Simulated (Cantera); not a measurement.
Input (Python, Cantera):

```python
import numpy as np
import cantera as ct

gas = ct.Solution("gri30.yaml")
gas.TPX = 700, 570000, {'CH4': 1.3, 'O2': 1.82, 'N2': 6.36}
flame = ct.FreeFlame(gas, width=0.012)
flame.set_refine_criteria(ratio=3, slope=0.08, curve=0.16)
flame.transport_model = "mixture-averaged"
flame.solve(loglevel=0, auto=True)
z, T = flame.grid, flame.T
thick = (T[-1] - T[0]) / np.gradient(T, z).max()
show = ['CH4', 'O2', 'H2O2', 'CH3', 'H2', 'CO']
print(f"laminar burning velocity  {flame.velocity[0] * 100:.3f} cm/s")
print(f"burnt temperature         {T[-1]:.1f} K")
print(f"thermal thickness         {thick * 1e3:.4f} mm")
print(f"grid points               {len(z)}")
z0 = z[flame.heat_release_rate.argmax()]
print(f"{'z/mm':>9s}{'T/K':>9s}{'u/(m/s)':>9s}" + "".join(f"{s:>11s}" for s in show))
rows = []
for k in (-3, -2, -1.5, -1, -0.5, -0.25, 0, 0.25, 0.5, 1, 2, 4, 8):
    zz = z0 + k * thick
    rows.append([k * thick, np.interp(zz, z, T), np.interp(zz, z, flame.velocity),
                 *(np.interp(zz, z, flame.X[gas.species_index(s)]) for s in show)])
    print(f"{rows[-1][0] * 1e3:9.3f}{rows[-1][1]:9.1f}{rows[-1][2]:9.3f}" + "".join(f"{x:11.3e}" for x in rows[-1][3:]))
```

Output:

```
laminar burning velocity  58.988 cm/s
burnt temperature         2308.2 K
thermal thickness         0.1255 mm
grid points               134
     z/mm      T/K  u/(m/s)        CH4         O2       H2O2        CH3         H2         CO
   -0.376    701.1    0.593  1.363e-01  1.911e-01  8.222e-08  2.046e-08  4.469e-03  2.466e-05
   -0.251    708.8    0.603  1.347e-01  1.894e-01  7.269e-07  1.904e-07  1.045e-02  2.208e-04
   -0.188    732.7    0.628  1.317e-01  1.866e-01  2.937e-06  9.009e-07  1.677e-02  9.154e-04
   -0.125    847.9    0.736  1.207e-01  1.754e-01  1.413e-05  9.488e-06  2.750e-02  4.935e-03
   -0.063   1288.0    1.145  8.228e-02  1.294e-01  2.901e-05  3.393e-04  4.287e-02  2.531e-02
   -0.031   1670.5    1.506  4.750e-02  8.308e-02  7.754e-06  1.783e-03  5.112e-02  4.786e-02
    0.000   2018.9    1.843  1.655e-02  3.579e-02  3.524e-06  3.312e-03  5.728e-02  7.142e-02
    0.031   2196.5    2.013  4.448e-03  1.117e-02  9.871e-07  1.901e-03  6.008e-02  8.225e-02
    0.063   2259.8    2.071  1.585e-03  3.358e-03  2.746e-07  8.203e-04  6.217e-02  8.449e-02
    0.125   2293.5    2.100  4.692e-04  3.987e-04  3.961e-08  2.186e-04  6.524e-02  8.448e-02
    0.251   2304.6    2.109  1.349e-04  2.395e-05  8.876e-09  4.919e-05  6.750e-02  8.432e-02
    0.502   2307.6    2.112  2.611e-05  7.234e-06  5.658e-09  8.158e-06  6.837e-02  8.455e-02
    1.004   2308.2    2.113  1.551e-06  6.282e-06  5.057e-09  4.606e-07  6.855e-02  8.469e-02
```

Model: GRI-Mech 3.0 (53 species, 325 reactions), integrated in Cantera. Burning velocities carry a grid error of a few per cent, more on coarse grids.
